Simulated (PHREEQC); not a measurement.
0.14 g of hydrous ferric oxide (600 m²/g; 0.2 weak and 0.005 strong sites per Fe, Dzombak-Morel constants, diffuse double layer) in 1 kg of water with 0.01 mol/kgw of an inert sodium salt and 1e-06 mol CuSO4 and 5.2e-07 mol MgCl2, at 25 °C; the pH is set by adding NaOH or the inert anion's acid. O2 is buffered at 0.21 atm. No CO2 enters from the air. Nothing may precipitate in this run.

Equilibrium calculation in PHREEQC: ion-association model, wateq4f.dat.

```json
[
 {"pH": "4", "S sorbed (%)": "99.9", "Cu sorbed (%)": "1.5", "Mg sorbed (%)": "0.0", "surface charge σ (C/m²)": "0.215", "surface potential ψ (mV)": "185"},
 {"pH": "4.5", "S sorbed (%)": "99.8", "Cu sorbed (%)": "10.2", "Mg sorbed (%)": "0.0", "surface charge σ (C/m²)": "0.159", "surface potential ψ (mV)": "169"},
 {"pH": "5.5", "S sorbed (%)": "96.8", "Cu sorbed (%)": "85.7", "Mg sorbed (%)": "0.0", "surface charge σ (C/m²)": "0.076", "surface potential ψ (mV)": "132"},
 {"pH": "6", "S sorbed (%)": "[?]", "Cu sorbed (%)": "97.8", "Mg sorbed (%)": "0.0", "surface charge σ (C/m²)": "[?]", "surface potential ψ (mV)": "110"},
 {"pH": "7", "S sorbed (%)": "10.6", "Cu sorbed (%)": "99.9", "Mg sorbed (%)": "0.4", "surface charge σ (C/m²)": "0.017", "surface potential ψ (mV)": "61"},
 {"pH": "7.5", "S sorbed (%)": "1.4", "Cu sorbed (%)": "99.9", "Mg sorbed (%)": "[?]", "surface charge σ (C/m²)": "0.008", "surface potential ψ (mV)": "34"},
 {"pH": "8.5", "S sorbed (%)": "0.0", "Cu sorbed (%)": "99.9", "Mg sorbed (%)": "74.6", "surface charge σ (C/m²)": "-0.005", "surface potential ψ (mV)": "[?]"},
 {"pH": "9", "S sorbed (%)": "0.0", "Cu sorbed (%)": "99.9", "Mg sorbed (%)": "96.4", "surface charge σ (C/m²)": "-0.013", "surface potential ψ (mV)": "-48"},
 {"pH": "10", "S sorbed (%)": "0.0", "Cu sorbed (%)": "99.9", "Mg sorbed (%)": "99.9", "surface charge σ (C/m²)": "[?]", "surface potential ψ (mV)": "[?]"},
 {"pH": "10.5", "S sorbed (%)": "0.0", "Cu sorbed (%)": "99.9", "Mg sorbed (%)": "100.0", "surface charge σ (C/m²)": "-0.064", "surface potential ψ (mV)": "-122"},
 {"pH": "11.5", "S sorbed (%)": "0.0", "Cu sorbed (%)": "99.6", "Mg sorbed (%)": "100.0", "surface charge σ (C/m²)": "[?]", "surface potential ψ (mV)": "-159"},
 {"pH": "12", "S sorbed (%)": "0.0", "Cu sorbed (%)": "98.7", "Mg sorbed (%)": "100.0", "surface charge σ (C/m²)": "-0.227", "surface potential ψ (mV)": "-168"}
]
```

### Question
Some entries are withheld; supply them.

### Answer

- 6, S sorbed (%): 84.6
- 6, surface charge σ (C/m²): 0.049
- 7.5, Mg sorbed (%): 3.3
- 8.5, surface potential ψ (mV): -21
- 10, surface charge σ (C/m²): -0.040
- 10, surface potential ψ (mV): -99
- 11.5, surface charge σ (C/m²): -0.150

The database's constant for dissolved Cu(OH)2 is higher than later reviews accept.
